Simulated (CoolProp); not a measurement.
Vapour-liquid equilibrium of n-butane (1) + trans-2-butene (2) at 0.652 MPa; x and y are mole fractions of (1).

Computed with CoolProp (multi-fluid Helmholtz-energy mixture model, Bücker 2006 and Lemmon 2005; pair parameters Bell 2016).

```csv
x,bubble temperature (°C),y at the bubble point,dew temperature at overall composition x (°C),liquid density (mol/L)
0.05,61.7,0.053,61.7,9.783
0.125,61.4,0.131,61.4,9.724
0.2,61.2,0.208,61.3,9.666
0.275,61.1,0.283,61.1,9.608
0.35,61.0,0.357,61.0,9.551
0.425,60.9,0.430,60.9,9.495
0.5,60.8,0.504,60.8,9.440
0.575,60.8,0.577,60.8,9.384
0.65,60.7,0.651,60.7,9.330
0.725,60.7,0.724,60.7,9.276
0.8,60.8,0.799,60.8,9.223
0.875,60.8,0.874,60.8,9.170
0.95,60.8,0.949,60.8,9.118
```

y crosses x between x = 0.65 and 0.725: the model has an azeotrope there.

The pair parameters rest on a limited set of measurements; away from them the model extrapolates.
